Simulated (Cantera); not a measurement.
Mixture: 17.5 % CO, 1.14 % H₂, 1.65 % CH₄, 22.1 % O₂, 57.6 % N₂, equivalence ratio 0.57, at 0.550 bar, adiabatic and at constant volume. Ignition delay is the time to a rise of 400 K.

Cantera simulation using GRI-Mech 3.0 (53 species, 325 reactions); the numbers are that mechanism's predictions, not measurements. Below about 1000 K GRI-Mech 3.0 lacks low-temperature oxidation paths. Where the delays flatten at high temperature, the 400 K rule measures the pace of heat release, not the induction time.

### Question
Predict: delay at 998 K; delay at 1098 K; delay at 1198 K; delay at 1298 K; delay at 1398 K.

### Answer
| Quantity | Value |
|---|---|
| delay at 998 K | 3.03 ms |
| delay at 1098 K | 0.862 ms |
| delay at 1198 K | 0.407 ms |
| delay at 1298 K | 0.246 ms |
| delay at 1398 K | 0.170 ms |
